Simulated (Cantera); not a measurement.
Feed: 1 mol FeS, 0.3 mol H2, 30 mol N2, equilibrated at 3.90 bar.

Equilibrium computed with Cantera from the NASA thermochemical tables; the gas is ideal and each condensed phase is pure. Candidate condensed phases: Fe, FeS, FeS2, S; 16 gas species. Metal and sulfide melt together well below either melting point, which pure phases cannot show. Mutual solubility and eutectic melting of coexisting phases are not modelled. FeS: taken at fixed stoichiometry. The numbers say what is thermodynamically allowed, not how fast it happens.

x: gas mole fraction; n: condensed amount in mol.

```csv
T (K),x N2,x H2,x H2S,x S2,x SH,n Fe(α),n FeS(s),n Fe(γ),n FeS(l)
1073,0.990,0.00988,1.87e-5,2.18e-10,2.21e-9,0.000568,0.999,0,0
1123,0.990,0.00987,2.62e-5,1.05e-9,7.05e-9,0.000795,0.999,0,0
1173,0.990,0.00986,3.57e-5,4.44e-9,2.04e-8,0.00108,0.999,0,0
1223,0.990,0.00985,4.73e-5,1.67e-8,5.39e-8,0,0.999,(withheld),0
1273,0.990,0.00984,6.13e-5,5.66e-8,1.32e-7,0,0.998,(withheld),0
1323,0.990,0.00982,7.76e-5,1.74e-7,3.02e-7,0,0.998,(withheld),0
1373,0.990,0.00980,9.64e-5,4.89e-7,6.47e-7,0,0.997,(withheld),0
1423,0.990,0.00978,0.000117,1.28e-6,1.31e-6,0,0.996,(withheld),0
1473,0.990,0.00976,0.000138,2.99e-6,2.48e-6,0,0,(withheld),0.996
1523,0.990,0.00975,0.000151,5.78e-6,4.21e-6,0,0,(withheld),0.995
```

Task: Complete the blanks.

Result: 
- 1223, n Fe(γ): 0.00144
- 1273, n Fe(γ): 0.00186
- 1323, n Fe(γ): 0.00237
- 1373, n Fe(γ): 0.00297
- 1423, n Fe(γ): 0.00368
- 1473, n Fe(γ): 0.00445
- 1523, n Fe(γ): 0.00504
